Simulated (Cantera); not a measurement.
What does this Cantera script print?

```python
import numpy as np
import cantera as ct

surf = ct.Interface("ptcombust.yaml", "Pt_surf")
gas = surf.adjacent["gas"]
gas.TPX = 775, 500000, {'H2': 0.006, 'O2': 0.12, 'N2': 0.79}
surf.TP = 775, 500000
reactor = ct.FlowReactor(gas, clone=False)
reactor.area = 0.0001  # m2
reactor.surface_area_to_volume_ratio = 650  # 1/m
reactor.mass_flow_rate = 0.45 * reactor.area * gas.density  # inlet velocity 0.45 m/s
reactor.energy_enabled = False
wall = ct.ReactorSurface(surf, reactor, clone=False)
net = ct.ReactorNet([reactor])
net.rtol, net.atol = 1e-8, 1e-16
show, cover = ['H2', 'O2', 'H2O'], ['PT(S)', 'H(S)', 'O(S)', 'OH(S)', 'CO(S)', 'C(S)']

rows = []
print(f"{'z/m':>9s}{'u/(m/s)':>9s}" + "".join(f"{s:>13s}" for s in show + cover))
for z in [0.0009, 0.0019, 0.0042, 0.009, 0.019, 0.042, 0.09]:
    net.advance(z)
    rows.append([reactor.speed, *gas[show].X, *surf[cover].coverages])
    print(f"{z:9.4g}{rows[-1][0]:9.3g}" + "".join(f"{x:13.4e}" for x in rows[-1][1:]))
```

Result:

```
      z/m  u/(m/s)           H2           O2          H2O        PT(S)         H(S)         O(S)        OH(S)        CO(S)         C(S)
   0.0009    0.449   1.1543e-03   1.2865e-01   5.4137e-03   2.1982e-02   6.7658e-09   9.7494e-01   3.0790e-03  -1.5640e-30   1.5398e-32
   0.0019    0.449   4.8783e-04   1.2836e-01   6.0823e-03   1.5086e-02   3.0723e-09   9.8227e-01   2.6431e-03   4.6282e-27   1.4555e-30
   0.0042    0.449   1.1304e-04   1.2820e-01   6.4583e-03   1.1985e-02   1.7499e-09   9.8561e-01   2.4006e-03  -2.1186e-27  -1.2155e-30
    0.009    0.449   7.7926e-06   1.2815e-01   6.5639e-03   1.1229e-02   1.4607e-09   9.8643e-01   2.3356e-03  -2.4245e-30  -1.5286e-33
    0.019    0.449   3.3681e-08   1.2815e-01   6.5717e-03   1.1175e-02   1.4406e-09   9.8649e-01   2.3309e-03   2.8889e-28   3.2489e-31
    0.042    0.449   1.2735e-13   1.2815e-01   6.5717e-03   1.1175e-02   1.4405e-09   9.8649e-01   2.3309e-03  -7.7311e-33  -2.5666e-34
     0.09    0.449  -1.4465e-15   1.2815e-01   6.5717e-03   1.1175e-02   1.4405e-09   9.8649e-01   2.3309e-03  -2.0605e-31   8.8295e-35
```

Model: Deutschmann's 1995 Pt surface mechanism with GRI-Mech 3.0 gas chemistry, integrated in Cantera. Catalytic surfaces can have several steady states; this one follows from the mechanism file's or the stated starting coverage. Mass transfer to the wall is taken as infinitely fast.
